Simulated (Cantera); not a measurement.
Input: 1 mol SiCl4, 1.5 mol Cl2, 0.42 mol H2, at 877 °C and 1.50 bar.

Method: chemical equilibrium by Gibbs-energy minimisation in Cantera with the NASA 1993 tables (ideal gas, pure condensed phases). Candidate condensed phases: Si; 19 gas species. Kinetics and transport are ignored.

Base state: Cl2 0.369, SiCl4 0.342, HCl 0.287, Cl 0.00136 (mole fractions); condensed: gas only.

**Question.** What changes in the equilibrium state with this change: temperature from 877 °C to 950 °C?

**Answer.** 
```csv
species,before,after
Cl2,0.369,0.368
SiCl4,0.342,0.342
HCl,0.287,0.287
Cl,0.00136,0.00296
```
